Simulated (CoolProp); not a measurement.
Vapour-liquid equilibrium of carbon dioxide (1) + dimethyl ether (2) at 238.9 K; x and y are mole fractions of (1).

Values from CoolProp's multi-fluid Helmholtz-energy mixture model, Span 1996 and Wu 2011; pair parameters Bell 2016.

```json
[
 {"x": "0.05", "bubble pressure, mixture model (MPa)": "0.1027", "bubble pressure, Raoult's law (MPa)": "0.1243", "y, mixture model": "0.383", "y, Raoult's law": "0.497"},
 {"x": "0.15", "bubble pressure, mixture model (MPa)": "0.1844", "bubble pressure, Raoult's law (MPa)": "0.2411", "y, mixture model": "0.687", "y, Raoult's law": "0.768"},
 {"x": "0.25", "bubble pressure, mixture model (MPa)": "0.2770", "bubble pressure, Raoult's law (MPa)": "0.3580", "y, mixture model": "0.813", "y, Raoult's law": "0.862"},
 {"x": "0.35", "bubble pressure, mixture model (MPa)": "0.3806", "bubble pressure, Raoult's law (MPa)": "0.4748", "y, mixture model": "0.881", "y, Raoult's law": "0.910"},
 {"x": "0.45", "bubble pressure, mixture model (MPa)": "0.4947", "bubble pressure, Raoult's law (MPa)": "0.5917", "y, mixture model": "0.922", "y, Raoult's law": "0.939"},
 {"x": "0.55", "bubble pressure, mixture model (MPa)": "0.6181", "bubble pressure, Raoult's law (MPa)": "0.7086", "y, mixture model": "0.949", "y, Raoult's law": "0.958"},
 {"x": "0.65", "bubble pressure, mixture model (MPa)": "0.7491", "bubble pressure, Raoult's law (MPa)": "0.8254", "y, mixture model": "0.967", "y, Raoult's law": "0.972"},
 {"x": "0.75", "bubble pressure, mixture model (MPa)": "0.8853", "bubble pressure, Raoult's law (MPa)": "0.9423", "y, mixture model": "0.980", "y, Raoult's law": "0.983"},
 {"x": "0.85", "bubble pressure, mixture model (MPa)": "1.024", "bubble pressure, Raoult's law (MPa)": "1.059", "y, mixture model": "0.990", "y, Raoult's law": "0.991"},
 {"x": "0.95", "bubble pressure, mixture model (MPa)": "1.164", "bubble pressure, Raoult's law (MPa)": "1.176", "y, mixture model": "0.997", "y, Raoult's law": "0.997"}
]
```

The largest gap from Raoult's law is -23.5 % in bubble pressure, at x = 0.15. No azeotrope shows between x = 0.05 and 0.95.

Pair parameters are fitted to limited data, so mixtures are less certain than the pure fluids.
